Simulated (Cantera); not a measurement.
**Transport properties of process gases**

Gas mixture: NO = 0.76 (molar parts), at 100.0 Torr, frozen composition.

Cantera's kinetic-theory transport with the Lennard-Jones parameters of GRI-Mech 3.0, ideal gas; thermal conductivity in the mixture-averaged form. The composition is frozen, though it would react at the higher temperatures.

```tsv
T (K)	ρ (kg/m³)	cp (J/kg/K)	μ (µPa s)	λ (mW/m/K)	Pr	D (cm²/s) CO₂	D (cm²/s) O	D (cm²/s) OH
400	0.120	998.6	23.1	32.4	0.712	1.98	4.01	3.93
500	0.0962	1016	27.0	38.8	0.708	2.95	5.86	5.75
600	0.0802	1041	30.6	45.1	0.706	4.05	7.98	7.82
700	0.0687	1067	34.0	51.3	0.707	5.28	10.3	10.1
800	0.0601	1092	37.1	57.3	0.708	6.64	12.9	12.7
900	0.0535	1114	40.1	63.0	0.708	8.11	15.7	15.4
1000	0.0481	1133	42.9	68.6	0.709	9.69	18.7	18.4
1100	0.0437	1147	45.7	74.1	0.707	11.4	22.0	21.5
```
D: mixture-averaged diffusion coefficient of that species in the mixture.
